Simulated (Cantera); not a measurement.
A perfectly stirred reactor is fed with 4.38 % CH4, 6.13 % CO, 16.0 % O2, 60.0 % N2, 13.6 % H2O, equivalence ratio 0.74, at 14.8 atm; it is adiabatic with a 775 K inlet, and is followed from long to short residence time, starting on the burning branch (τ in s: 0.064, 0.029, 0.013, 0.006, 0.0027, 0.0012, 0.00056, 0.00025, 0.00011, 5.2e-05, 2.3e-05, 1.1e-05, 4.8e-06).

Computed with Cantera and GRI-Mech 3.0 (53 species, 325 reactions). The pressure lies above the range GRI-Mech 3.0 was tuned for (to about 10 atm).

Q: Predict: blow-out, bracketed by the residence times tried; x(CH4) at τ = 64.0 ms; x(CO) at τ = 64.0 ms; x(O2) at τ = 64.0 ms; x(H) at τ = 64.0 ms; x(OH) at τ = 64.0 ms; x(CH4) at τ = 0.560 ms; x(CO) at τ = 0.560 ms; x(O2) at τ = 0.560 ms; x(H) at τ = 0.560 ms; x(OH) at τ = 0.560 ms.

A: 
| Property | Result |
|---|---|
| blow-out, bracketed by the residence times tried | burning at 52.0 µs, out at 23.0 µs |
| x(CH4) at τ = 64.0 ms | 5.67e-7 |
| x(CO) at τ = 64.0 ms | 0.000499 |
| x(O2) at τ = 64.0 ms | 0.0422 |
| x(H) at τ = 64.0 ms | 1.35e-5 |
| x(OH) at τ = 64.0 ms | 0.00186 |
| x(CH4) at τ = 0.560 ms | 4.35e-5 |
| x(CO) at τ = 0.560 ms | 0.00291 |
| x(O2) at τ = 0.560 ms | 0.0439 |
| x(H) at τ = 0.560 ms | 5.51e-5 |
| x(OH) at τ = 0.560 ms | 0.00248 |
